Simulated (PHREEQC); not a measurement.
Make-up at 20 °C: 0.14 mol/kgw NaHSO4 and 0.00035 mol/kgw K2HPO4. Closed to the air; pH follows from the charge balance.

Equilibrium calculation in PHREEQC: ion-association model, phreeqc.dat.

```json
[
 {"quantity": "pH", "before": "1.32", "after": "8.92"},
 {"quantity": "ionic strength (mol/kgw)", "before": "0.243", "after": "0.00104"},
 {"quantity": "K+ (mol/kgw)", "before": "0.000644", "after": "0.000700"}
]
```

Problem. Which change was made?
A. K2HPO4 replaced by K2SiO3 at the same molality
B. NaHSO4 left out
C. temperature from 20 to 55 °C
D. K2HPO4 replaced by KH2PO4 at the same molality
E. 0.019 mol/kgw KHCO3 added

Solution. B, NaHSO4 left out

No solid was allowed to form.
